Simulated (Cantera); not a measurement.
A closed system holds: 1 mol BN, 11 mol F2, 5.1 mol H2, 37 mol Cl2, equilibrated at 0.250 bar.

These are equilibrium values from Cantera (NASA tables, ideal gas, pure condensed phases), not measurements of a reactor. Candidate condensed phases: B, BN, NH4Cl; 40 gas species. Equilibrium is a limit: real reactors are often held back by kinetics, nucleation or transport. All values below are at 1223 K.

Base state: Cl2 0.607, HF 0.191, ClF 0.164, BF3 0.0187, N2 0.00937, Cl 0.00932, F 0.00101 (mole fractions); condensed: gas only.

Task: What changes in the equilibrium state with this change: Cl2 from 37 to 2.7 mol?

Result: 
```tsv
species	before	after
HF	0.191	0.504
ClF	0.164	0.267
F	0.00101	0.141
Cl2	0.607	8.28e-5
F2	7.07e-7	0.0137
BF3	0.0187	0.0494
N2	0.00937	0.0247
Cl	0.00932	0.000109
```

Task: What changes in the equilibrium state with this change: pressure from 0.250 bar to 24.0 mbar?

Result: 
```tsv
species	before	after
Cl2	0.607	0.591
HF	0.191	0.189
ClF	0.164	0.160
Cl	0.00932	0.0297
BF3	0.0187	0.0185
F	0.00101	0.00323
N2	0.00937	0.00926
```
